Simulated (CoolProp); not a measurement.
Vapour-liquid equilibrium of R143a (1) + fluoroethane (R161) (2) at -45.15 °C; x and y are mole fractions of (1).

Computed with CoolProp (multi-fluid Helmholtz-energy mixture model, Lemmon and Jacobsen 2000 and Wu 2012; pair parameters Bell 2016).

Question: Give the bubble pressure and the first vapour's composition at x = 0.05, 0.15, 0.25. Is there an azeotrope?

Answer: x = 0.05: 0.7302 bar, y = 0.081; x = 0.15: 0.7777 bar, y = 0.225; x = 0.25: 0.8226 bar, y = 0.350. No azeotrope shows between x = 0.05 and 0.95.

The pair parameters rest on a limited set of measurements; away from them the model extrapolates.
